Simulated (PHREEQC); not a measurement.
A solution holds 0.019 mol/kgw Fe(NO3)3, at 25 °C. It is in equilibrium with CO2 at log p = -3.4 (atm). Otherwise closed; pH follows from the charge balance.

Model: ion-association model, wateq4f.dat, run in PHREEQC.

Each row changes one thing in this solution. Precipitation was switched off in this run.

```json
[
 {"case": "as made", "pH": "2.09", "ionic strength (mol/kgw)": "0.107", "Fe+3 (mol/kgw)": "0.00948", "FeOH+2 (mol/kgw)": "0.00353", "Fe2(OH)2+4 (mol/kgw)": "0.00255", "Fe3(OH)4+5 (mol/kgw)": "0.000272", "SI of Fe(OH)3(a) (Fe(OH)3)": "-1.41", "SI of Goethite (FeOOH)": "+4.48"},
 {"case": "Fe(NO3)3 from 0.019 to 0.0095 mol/kgw", "pH": "2.32", "ionic strength (mol/kgw)": "0.0512", "Fe+3 (mol/kgw)": "0.00406", "FeOH+2 (mol/kgw)": "0.00281", "Fe2(OH)2+4 (mol/kgw)": "0.00108", "Fe3(OH)4+5 (mol/kgw)": "0.000120", "SI of Fe(OH)3(a) (Fe(OH)3)": "-0.96", "SI of Goethite (FeOOH)": "+4.93"},
 {"case": "Fe(NO3)3 from 0.019 to 0.095 mol/kgw", "pH": "1.65", "ionic strength (mol/kgw)": "0.555", "Fe+3 (mol/kgw)": "0.0662", "FeOH+2 (mol/kgw)": "0.00780", "Fe2(OH)2+4 (mol/kgw)": "0.00938", "Fe3(OH)4+5 (mol/kgw)": "0.000727", "SI of Fe(OH)3(a) (Fe(OH)3)": "-2.20", "SI of Goethite (FeOOH)": "+3.69"},
 {"case": "diluted 100-fold with water", "pH": "3.56", "ionic strength (mol/kgw)": "0.000673", "Fe+3 (mol/kgw)": "4.30e-6", "FeOH+2 (mol/kgw)": "8.80e-5", "Fe2(OH)2+4 (mol/kgw)": "2.64e-7", "Fe3(OH)4+5 (mol/kgw)": "6.79e-9", "SI of Fe(OH)3(a) (Fe(OH)3)": "+0.31", "SI of Goethite (FeOOH)": "+6.21"},
 {"case": "Fe(NO3)3 from 0.019 to 0.0285 mol/kgw", "pH": "1.96", "ionic strength (mol/kgw)": "0.163", "Fe+3 (mol/kgw)": "0.0153", "FeOH+2 (mol/kgw)": "0.00402", "Fe2(OH)2+4 (mol/kgw)": "0.00395", "Fe3(OH)4+5 (mol/kgw)": "0.000399", "SI of Fe(OH)3(a) (Fe(OH)3)": "-1.67", "SI of Goethite (FeOOH)": "+4.22"}
]
```

Complexes and solids missing from the database can't appear. Some of these states are supersaturated (in Hematite (slow to form), Goethite (slow to form), Fe(OH)3(a), for instance).
